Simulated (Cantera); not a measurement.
Input: 1 mol TEOS, 0.13 mol O3, at 1575 K and 0.133 bar.

Equilibrium computed with Cantera from the NASA thermochemical tables; the gas is ideal and each condensed phase is pure. Candidate condensed phases: C, C6H6, C7H8, C8H18, H2O, Si, SiC, SiO2; 123 gas species. The feed counts by its element totals alone. Equilibrium is a limit: real reactors are often held back by kinetics, nucleation or transport.

Base state: H2 0.695, CO 0.304, SiO 0.000804, CH4 0.000117, H 9.49e-5, H2O 2.89e-5, C2H2 (acetylene) 1.47e-5 (mole fractions); condensed: C(graphite) + SiC(s).

Problem. What changes in the equilibrium state with this change: temperature from 1575 K to 1973 K?

Solution. 
```csv
species,before,after
H2,0.695,0.692
CO,0.304,0.302
H,9.49e-5,0.00307
SiO,0.000804,0.00264
Si,4.15e-9,1.17e-5
C2H2 (acetylene),1.47e-5,0.000443
"C(graphite), mol",2.63,2.67
"SiC(s), mol",0.988,0.962
```

Problem. What changes in the equilibrium state with this change: TEOS replaced by Si2H6?

Solution. 
| species | before | after |
|---|---|---|
| H2 | 0.695 | 0.986 |
| SiO | 0.000804 | 0.0142 |
| H | 9.49e-5 | 0.000113 |
| CO | 0.304 | 0 |
| CH4 | 0.000117 | 0 |
| C2H2 (acetylene) | 1.47e-5 | 0 |
| H2O | 2.89e-5 | 7.00e-6 |
| C(graphite), mol | 2.63 | 0 |
| SiC(s), mol | 0.988 | 0 |
| Si(s), mol | 0 | 1.78 |
| SiO2(β-quartz), mol | 0 | 0.173 |
Mutual solubility and eutectic melting of coexisting phases are not modelled. The tables hold silica as quartz up to 1696 K and as liquid above; real silica turns to tridymite and cristobalite and melts near 1996 K.
